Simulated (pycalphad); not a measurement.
Computed with pycalphad from the COST 507 light-alloy database (1999), at 1 atm. The database dates from 1999; later assessments differ in places, in temperatures and in the compounds included.

Sn-0.9963Si (wt.%): equilibrium cooling sequence

```json
[
 {"T (K)": "1313.4", "phases above": "liquid", "phases below": "diamond (Si) + liquid"},
 {"T (K)": "505.0", "phases above": "diamond (Si) + liquid", "phases below": "bct (Sn) + diamond (Si)"}
]
```

Changes were sought between steps of 50 K, so a narrower field can be missed.
